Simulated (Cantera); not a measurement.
Charge: 1 mol SiCl4, 0.0049 mol C3H8, 84 mol H2, equilibrated at 10.0 Torr.

These are equilibrium values from Cantera (NASA tables, ideal gas, pure condensed phases), not measurements of a reactor. Candidate condensed phases: C, C6H6, C7H8, C8H18, Si, SiC; 109 gas species. Mutual solubility and eutectic melting of coexisting phases are not modelled. Gases not in the tables: Si2H6 and higher silanes. Kinetics and transport are ignored.

Question: Which condensed phases are stable at each of these points (T (°C)): 750, 850, 950, 1050, 1150, 1250, 1350, 1450, 1550, 1650?

Answer: 
```json
[
 {"T (°C)": "750", "condensed phases": "Si(s) + SiC(s)", "Si condensed (%)": "33.7"},
 {"T (°C)": "850", "condensed phases": "Si(s) + SiC(s)", "Si condensed (%)": "55.0"},
 {"T (°C)": "950", "condensed phases": "Si(s) + SiC(s)", "Si condensed (%)": "63.1"},
 {"T (°C)": "1050", "condensed phases": "Si(s) + SiC(s)", "Si condensed (%)": "63.0"},
 {"T (°C)": "1150", "condensed phases": "Si(s) + SiC(s)", "Si condensed (%)": "61.3"},
 {"T (°C)": "1250", "condensed phases": "Si(s) + SiC(s)", "Si condensed (%)": "59.3"},
 {"T (°C)": "1350", "condensed phases": "Si(s) + SiC(s)", "Si condensed (%)": "57.4"},
 {"T (°C)": "1450", "condensed phases": "Si(l) + SiC(s)", "Si condensed (%)": "56.8"},
 {"T (°C)": "1550", "condensed phases": "Si(l) + SiC(s)", "Si condensed (%)": "57.5"},
 {"T (°C)": "1650", "condensed phases": "Si(l) + SiC(s)", "Si condensed (%)": "50.3"}
]
```

From 750 °C to 1350 °C the condensed part is Si(s) + SiC(s). From 1450 °C to 1650 °C the condensed part is Si(l) + SiC(s).
